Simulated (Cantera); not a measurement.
A perfectly stirred reactor is fed with 11.5 % H2, 22.1 % O2, 66.4 % N2, equivalence ratio 0.26, at 13300 Pa; it is held at 873 K, and followed from long to short residence time.

Computed with Cantera and the H2/O2 subset of GRI-Mech 3.0, which has no nitrogen chemistry. Radical loss at walls, strong at low pressure, is not modelled. Below about 950 K walls govern HO2 and H2O2 in real vessels. The temperature is held fixed by assumption; the heat of reaction is taken as removed at once.

One state of this run: x H2 = 0.00941; x O2 = 0.178; x H2O = 0.112; x H = 2.61e-5; x O = 3.95e-5. x: mole fraction; the columns are a selection and need not sum to one.

Problem. Which value of τ (s) does it belong to?
A. 0.022
B. 0.29
C. 0.0092
D. 0.051

Solution. B, 0.29
